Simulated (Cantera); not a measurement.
Reactions in the system H-N-Si

Cantera with NASA thermochemical tables; ideal gases at 1 bar, condensed phases pure. Values are per mole of reaction as written; species without (g) are pure solids or liquids, kept so even where they would boil at 1 bar.

Si3N4 ⇌ 4 N(g) + 3 Si

| T (K) | ΔH° (kJ) | ΔS° (J/K) | ΔG° (kJ) | log10 K |
|---|---|---|---|---|
| 300 | 2635.6 | 556.9 | 2468.5 | -429.79 |
| 475 | 2642.5 | 575.3 | 2369.2 | -260.53 |
| 625 | 2647.0 | 583.6 | 2282.2 | -190.74 |
| 775 | 2650.1 | 588.0 | 2194.3 | -147.90 |
| 925 | 2651.8 | 590.1 | 2106.0 | -118.92 |
| 1075 | 2652.5 | 590.8 | 2017.4 | -98.02 |
| 1225 | 2652.3 | 590.6 | 1928.8 | -82.24 |
| 1375 | 2651.4 | 590.0 | 1840.2 | -69.91 |
| 1525 | 2650.0 | 589.0 | 1751.8 | -60.00 |

2 N2(g) + 3 SiH3(g) ⇌ Si3N4 + 9 H(g)

| T (K) | ΔH° (kJ) | ΔS° (J/K) | ΔG° (kJ) | log10 K |
|---|---|---|---|---|
| 300 | 589.3 | 113.4 | 555.3 | -96.69 |
| 475 | 608.0 | 162.5 | 530.8 | -58.37 |
| 625 | 622.3 | 188.8 | 504.3 | -42.15 |
| 775 | 635.4 | 207.6 | 474.5 | -31.98 |
| 925 | 647.5 | 221.9 | 442.3 | -24.97 |
| 1075 | 659.0 | 233.5 | 408.1 | -19.83 |
| 1225 | 670.3 | 243.3 | 372.3 | -15.87 |
| 1375 | 681.3 | 251.8 | 335.2 | -12.73 |
| 1525 | 692.1 | 259.2 | 296.8 | -10.17 |

4 N(g) + 3 Si(g) ⇌ Si3N4

```csv
T (K),ΔH° (kJ),ΔS° (J/K),ΔG° (kJ),log10 K
300,-3985.6,-1004.5,-3684.2,641.47
475,-3992.4,-1022.7,-3506.6,385.60
625,-3995.6,-1028.7,-3352.6,280.19
775,-3996.9,-1030.6,-3198.2,215.55
925,-3996.4,-1030.1,-3043.6,171.87
1075,-3994.6,-1028.3,-2889.2,140.38
1225,-3991.6,-1025.7,-2735.1,116.62
1375,-3987.8,-1022.7,-2581.5,98.07
1525,-3983.3,-1019.6,-2428.3,83.17
```
